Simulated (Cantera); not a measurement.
## Transport properties of process gases

Gas mixture: 100 % NH₃, at 5.00 bar, frozen composition.

Cantera's kinetic-theory transport with the Lennard-Jones parameters of GRI-Mech 3.0, ideal gas; thermal conductivity in the mixture-averaged form. Polar gases are described roughly by these parameters. The composition is frozen, though it would react at the higher temperatures.

```csv
T (K),ρ (kg/m³),cp (J/kg/K),μ (µPa s),λ (mW/m/K),Pr,D (cm²/s) NO,D (cm²/s) H₂,D (cm²/s) H₂O
400,2.56,2269,13.9,44.3,0.713,0.0765,0.274,0.0711
500,2.05,2466,17.4,60.1,0.716,0.116,0.406,0.112
600,1.71,2662,20.9,77.4,0.719,0.161,0.557,0.163
700,1.46,2844,24.3,95.8,0.721,0.211,0.726,0.222
800,1.28,3009,27.5,115,0.721,0.267,0.912,0.289
900,1.14,3162,30.6,134,0.721,0.328,1.11,0.364
1000,1.02,3319,33.6,154,0.725,0.393,1.33,0.446
1100,0.931,3454,36.5,174,0.726,0.463,1.56,0.535
1200,0.853,3580,39.3,194,0.727,0.537,1.81,0.630
```
D: mixture-averaged diffusion coefficient of that species in the mixture.
